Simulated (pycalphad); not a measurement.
All values are pycalphad results on the COST 507 light-alloy database (1999) (1 atm), not direct measurements. The data set is of 1999 and partly superseded. Phase fractions are per mole of atoms.

### Question
Give the equilibrium state of Al-6.4Si (at.%) at 800 K.

### Answer
fcc, fraction 0.945, with 0.98 Si at.%; diamond (Si), fraction 0.055, with >99.99 Si at.%.

### Question
Give the equilibrium state of Al-6.4Si (at.%) at 875 K.

### Answer
liquid, fraction 0.692, with 8.8 Si at.%; fcc, fraction 0.308, with 1.0 Si at.%.
